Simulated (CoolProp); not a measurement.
Model: reference Helmholtz-energy equation of state, Bücker 2006, in CoolProp.

Question: For ethane, give the phase and the cp (kJ/(kg K)), viscosity (µPa s) at 326.2 K and 130 kPa; 326.2 K and 625 kPa; 326.2 K and 24400 kPa.

Answer: 
- 326.2 K and 130 kPa: gas; cp 1.87, viscosity 10.2
- 326.2 K and 625 kPa: gas; cp 1.92, viscosity 10.3
- 326.2 K and 24400 kPa: supercritical; cp 2.96, viscosity 59.0

Viscosity comes from a separate model (Friend 1991).
